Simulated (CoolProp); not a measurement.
Carbon dioxide at several states: Z from the reference equation and from simpler models built on Tc = 31.0 °C, pc = 7.377 MPa, ω = 0.224; each cubic takes its own stable root.

Model: reference Helmholtz-energy equation of state, Span 1996, in CoolProp.

```json
[
 {"T (°C)": "466.05", "p (MPa)": "36.9", "phase": "supercritical", "reference": "1.064", "van der Waals": "0.9902", "Soave-Redlich-Kwong": "1.110", "Peng-Robinson": "1.072"},
 {"T (°C)": "44.45", "p (MPa)": "0.0104", "phase": "gas", "reference": "0.9996", "van der Waals": "0.9996", "Soave-Redlich-Kwong": "0.9996", "Peng-Robinson": "0.9995"},
 {"T (°C)": "-20.95", "p (MPa)": "0.0344", "phase": "gas", "reference": "0.9970", "van der Waals": "0.9978", "Soave-Redlich-Kwong": "0.9971", "Peng-Robinson": "0.9969"},
 {"T (°C)": "463.05", "p (MPa)": "9.65", "phase": "supercritical", "reference": "1.006", "van der Waals": "0.9779", "Soave-Redlich-Kwong": "1.022", "Peng-Robinson": "1.009"},
 {"T (°C)": "706.35", "p (MPa)": "20.7", "phase": "supercritical", "reference": "1.046", "van der Waals": "1.008", "Soave-Redlich-Kwong": "1.064", "Peng-Robinson": "1.049"}
]
```
